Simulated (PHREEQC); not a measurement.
A column of 0.1 m (40 cells, dispersivity 0.005 m, 300 s a shift, diffusion coefficient 3e-10 m²/s) holds 0.0016 eq of the database's cation exchanger X per kg of pore water, first in equilibrium with 0.56 mmol/kgw KCl, 11 mmol/kgw Na2SO4, 87 mmol/kgw ZnSO4 and 0.01 mmol/kgw HCl. It is flushed with 0.86 mmol/kgw MnCl2, 0.38 mmol/kgw Na2SO4 and 0.01 mmol/kgw HCl, at 25 °C. Values are for the last cell. The system is closed to CO2. Precipitation was switched off in this run.

Computed with PHREEQC (ion-association model, phreeqc.dat).

```csv
pore volumes,Mn in solution (mol/kgw),K in solution (mol/kgw),Zn in solution (mol/kgw),S in solution (mol/kgw),Na in solution (mol/kgw),NaX on the exchanger (mol/kgw),MnX2 on the exchanger (mol/kgw)
0,0,0.000560,0.0870,0.0980,0.0220,6.29e-5,0
0.2625,1.78e-9,0.000560,0.0870,0.0980,0.0220,6.29e-5,1.01e-11
0.5125,1.66e-5,0.000549,0.0852,0.0960,0.0216,6.23e-5,9.66e-8
0.6375,7.70e-5,0.000509,0.0786,0.0886,0.0200,5.99e-5,4.84e-7
0.8875,0.000321,0.000337,0.0513,0.0580,0.0133,4.89e-5,3.01e-6
1.137,0.000518,0.000167,0.0248,0.0282,0.00686,3.48e-5,9.66e-6
1.387,0.000558,6.95e-5,0.0100,0.0114,0.00320,2.40e-5,2.44e-5
1.512,0.000537,4.31e-5,0.00617,0.00703,0.00223,2.05e-5,3.70e-5
1.762,0.000471,1.60e-5,0.00237,0.00263,0.00126,1.71e-5,7.76e-5
2.013,0.000433,5.85e-6,___,0.00110,0.000916,1.70e-5,0.000142
2.263,0.000452,2.15e-6,0.000604,0.000601,0.000805,1.81e-5,0.000225
2.513,0.000510,7.88e-7,0.000410,0.000446,0.000771,1.92e-5,0.000314
2.638,0.000544,4.75e-7,0.000349,0.000416,0.000765,1.97e-5,0.000358
2.888,0.000611,1.71e-7,0.000259,0.000390,0.000760,___,0.000439
3.138,0.000669,6.12e-8,0.000194,0.000383,0.000759,2.10e-5,0.000510
3.388,0.000716,2.16e-8,0.000145,0.000381,0.000759,2.15e-5,0.000571
3.513,0.000736,1.28e-8,0.000125,0.000380,0.000759,2.17e-5,0.000597
3.763,0.000768,4.50e-9,9.29e-5,0.000380,0.000759,___,0.000642
4.013,0.000792,1.57e-9,6.83e-5,0.000380,0.000760,2.23e-5,0.000678
```

Some entries are withheld; supply them.


- 2.013, Zn in solution (mol/kgw): 0.00106
- 2.888, NaX on the exchanger (mol/kgw): 2.04e-5
- 3.763, NaX on the exchanger (mol/kgw): 2.20e-5
